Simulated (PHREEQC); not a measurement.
0.42 g of hydrous ferric oxide (600 m²/g; 0.2 weak and 0.005 strong sites per Fe, Dzombak-Morel constants, diffuse double layer) in 1 kg of water with 0.01 mol/kgw of an inert sodium salt, at 25 °C; the pH is set by adding NaOH or the inert anion's acid. O2 is buffered at 0.21 atm. The system is closed to CO2. Nothing may precipitate in this run.

Computed with PHREEQC (ion-association model, wateq4f.dat).

Q: Predict surface charge σ (C/m²), surface potential ψ (mV) at pH = 4, 4.5, 5, 6, 8.5.

A: 
```
pH   surface charge σ (C/m²)  surface potential ψ (mV)
---  -----------------------  ------------------------
4                      0.217                       185
4.5                    0.161                       170
5                      0.114                       152
6                      0.050                       110
8.5                   -0.005                       -22
```

The oxide is taken as insoluble; below pH 4 it would dissolve.
